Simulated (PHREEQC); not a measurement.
PHREEQC input (ion-association model, wateq4f.dat):

```
SOLUTION_MASTER_SPECIES
  An  An-  0  An  62.0  # stands for a non-complexing anion
SOLUTION_SPECIES
  An- = An-
    -log_k 0
    -gamma 3.0 0
PHASES
  Fix_H+
    H+ = H+
    -log_k 0
SOLUTION 1
  temp 25
  units mmol/kgw
  pH 7 charge
  Se(4) 0.0069
  Na 5.0145
  F 0.0007
  An 5
END
SELECTED_OUTPUT 1
  -reset false
  -pH true
  -pe true
  -ionic_strength true
  -water true
  -totals F Na Se Se(-2) Se(4) Se(6)
  -molalities Hfo_wOH Hfo_wOH2+ Hfo_wO- Hfo_sOH Hfo_sOH2+ Hfo_sO- Hfo_wSeO3- Hfo_wOHSeO3-2 Hfo_wF Hfo_wOHF-
USER_PUNCH 1
  -headings sigma psi
  10 PUNCH EDL("sigma", "Hfo"), EDL("psi", "Hfo")
PRINT
  -reset false
USE solution 1
SURFACE 1
  Hfo_wOH 0.000204494 600 0.091
  Hfo_sOH 5.11236e-06
EQUILIBRIUM_PHASES 1
  Fix_H+ -4 HAn 10
    -force_equality true
END
# ... the last block is repeated for the other 12 points of pH, with NaOH or the acid as the point needs
```

Selected output (columns that matter, 13 of 13 rows; pH added in front):

```
pH	mu	F	Na	Se	m_Hfo_wOH	m_Hfo_wOH2+	m_Hfo_wO-	m_Hfo_sOH	m_Hfo_sOH2+	m_Hfo_sO-	m_Hfo_wSeO3-	m_Hfo_wOHSeO3-2	sigma	psi
4	0.0051702	7.4261e-08	0.0050145	2.2756e-09	8.9614e-05	0.00010561	1.7419e-06	2.3259e-06	2.7412e-06	4.5211e-08	4.5999e-06	2.2978e-06	0.17146	0.1904
4.67	0.0050679	1.4103e-07	0.0050145	3.1636e-09	0.00011858	7.4111e-05	4.3465e-06	3.0767e-06	1.9229e-06	1.1278e-07	3.5514e-06	3.3454e-06	0.10769	0.16706
5.33	0.0050373	2.8745e-07	0.0050145	6.1844e-09	0.00013568	5.3645e-05	7.8615e-06	3.5177e-06	1.3908e-06	2.0382e-07	2.7696e-06	4.1242e-06	0.062958	0.13979
6	0.0050251	4.9076e-07	0.0050145	1.6134e-08	0.00014439	4.1507e-05	1.1506e-05	3.7394e-06	1.075e-06	2.9799e-07	2.2585e-06	4.6254e-06	0.033742	0.10834
6.67	0.0050194	6.3011e-07	0.0050145	5.3087e-08	0.00014821	3.4975e-05	1.4388e-05	3.8351e-06	9.05e-07	3.723e-07	1.9591e-06	4.8878e-06	0.016479	0.073775
7.33	0.0050165	6.8144e-07	0.0050145	2.0358e-07	0.00014996	3.143e-05	1.6391e-05	3.8763e-06	8.1243e-07	4.2368e-07	1.7581e-06	4.9384e-06	0.0066749	0.037779
8	0.0050148	6.9552e-07	0.0050145	9.0861e-07	0.00015149	2.8671e-05	1.8337e-05	3.9017e-06	7.3842e-07	4.7228e-07	1.4575e-06	4.5339e-06	0.00012387	0.00076604
8.67	0.0050156	6.9886e-07	0.005015	3.5423e-06	0.00015434	2.4662e-05	2.2128e-05	3.9231e-06	6.2685e-07	5.6245e-07	7.1677e-07	2.641e-06	-0.0060115	-0.03452
9.33	0.0050456	6.997e-07	0.0050441	6.3242e-06	0.00015613	2.036e-05	2.7428e-05	3.9143e-06	5.1045e-07	6.8763e-07	1.0441e-07	4.7136e-07	-0.014654	-0.068343
10	0.0051377	6.9992e-07	0.0051397	6.8555e-06	0.00015471	1.6488e-05	3.3254e-05	3.8685e-06	4.1229e-07	8.3154e-07	6.8215e-09	3.7683e-08	-0.030517	-0.10279
10.67	0.0055455	6.9998e-07	0.0055553	6.8964e-06	0.00014885	1.1499e-05	4.4142e-05	3.7213e-06	2.8747e-07	1.1036e-06	4.2e-10	3.2008e-09	-0.059144	-0.13416
11.33	0.0073986	6.9999e-07	0.0074233	6.8996e-06	0.00013127	5.8606e-06	6.7361e-05	3.2818e-06	1.4651e-07	1.684e-06	2.9498e-11	3.8897e-10	-0.11141	-0.15912
12	0.016493	7e-07	0.016546	6.8999e-06	8.3238e-05	1.3235e-06	0.00011993	2.081e-06	3.3087e-08	2.9983e-06	2.0694e-12	7.6596e-11	-0.21485	-0.17223
```

The database's selenite sorption wasn't checked against measurements; a fall in acid may be a fault of its surface constants.
